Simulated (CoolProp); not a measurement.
Vapour-liquid equilibrium of carbon dioxide (1) + R142b (2) at 244.4 K; x and y are mole fractions of (1).

Computed with CoolProp (multi-fluid Helmholtz-energy mixture model, Span 1996 and Lemmon 2006; pair parameters Bell 2016).

```csv
x,bubble pressure (kPa),y at the bubble point,dew pressure at overall composition x (kPa),liquid density (mol/L)
0.05,100.6,0.591,[?],12.65
0.125,[?],0.805,48.37,13.21
0.2,306.7,0.881,52.79,13.81
0.275,419.7,[?],58.10,14.45
0.35,534.2,[?],64.58,[?]
0.425,647.4,0.955,72.67,15.88
0.5,757.7,0.965,[?],16.68
0.575,864.7,0.972,96.97,17.55
0.65,[?],0.978,116.4,18.49
0.725,1072,0.984,145.7,19.52
0.8,1177,0.988,194.9,20.66
0.875,1287,0.993,294.4,21.91
0.95,1404,0.997,603.2,[?]
```

Question: What belongs in the gaps?

Answer: 
- 0.05, dew pressure at overall composition x (kPa): 44.62
- 0.125, bubble pressure (kPa): 198.9
- 0.275, y at the bubble point: 0.919
- 0.35, y at the bubble point: 0.941
- 0.35, liquid density (mol/L): 15.14
- 0.5, dew pressure at overall composition x (kPa): 83.08
- 0.65, bubble pressure (kPa): 969.0
- 0.95, liquid density (mol/L): 23.30

No azeotrope shows between x = 0.05 and 0.95.

The pair parameters rest on a limited set of measurements; away from them the model extrapolates.
